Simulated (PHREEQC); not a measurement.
H3PO4 is added in steps, without added water, to 1 kg of water holding 0.0017 mol/kgw FeCl2, at 25 °C. The system is closed to oxygen. No CO2 enters from the air. Solids allowed: Vivianite. Others were left out.

Base run: PHREEQC, ion-association model, phreeqc.dat. Each further column changes one thing. The table gives H3PO4 (mol/kgw).

```csv
H3PO4 added (mol),base,Davies equation for every ion,database wateq4f.dat,metal-ligand complexes left out,Debye-Hückel limiting law
0,0,0,0,0,0
0.00015,1.74e-6,1.73e-6,1.74e-6,(withheld),1.72e-6
0.00025,4.79e-6,4.77e-6,4.79e-6,(withheld),4.75e-6
0.0004,1.21e-5,1.21e-5,1.21e-5,1.85e-5,1.20e-5
0.00055,2.27e-5,2.25e-5,2.27e-5,3.37e-5,2.25e-5
0.00065,3.14e-5,3.12e-5,3.14e-5,(withheld),3.11e-5
0.0008,4.70e-5,4.68e-5,4.70e-5,(withheld),4.66e-5
0.00095,6.55e-5,6.51e-5,6.55e-5,9.27e-5,6.48e-5
0.00105,7.93e-5,7.89e-5,7.93e-5,0.000111,7.85e-5
0.0012,0.000102,0.000102,0.000102,(withheld),0.000101
```

Task: What belongs in the gaps?

Result: 
- 0.00015, metal-ligand complexes left out: 2.76e-6
- 0.00025, metal-ligand complexes left out: 7.47e-6
- 0.00065, metal-ligand complexes left out: 4.61e-5
- 0.0008, metal-ligand complexes left out: 6.77e-5
- 0.0012, metal-ligand complexes left out: 0.000141

 H3PO4, which wateq4f.dat lacks, is added to it with the constant of phreeqc.dat. phreeqc.dat and wateq4f.dat share most of their constants, so their agreement is no independent check.
